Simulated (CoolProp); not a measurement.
Properties of CF4 (R14) along the isotherm 47.45 °C (Tc = -45.8 °C, pc = 3762 kPa, ω = 0.178).

Values from CoolProp's reference Helmholtz-energy equation of state, Platzer 1990. This equation is an older, rougher fit.

```tsv
p (kPa)	phase	Joule-Thomson coefficient (K/MPa)	isothermal compressibility (1/MPa)
125	gas	4.652	8.028
251	gas	4.647	4.012
376	gas	4.641	2.688
502	gas	4.634	2.020
627	gas	4.628	1.623
752	gas	4.621	1.358
878	gas	4.614	1.167
1000	gas	4.607	1.028
1130	gas	4.599	0.9132
1250	gas	4.592	0.8283
1380	gas	4.583	0.7529
1500	gas	4.576	0.6950
1630	gas	4.567	0.6418
1760	gas	4.557	0.5965
1880	gas	4.549	0.5602
```
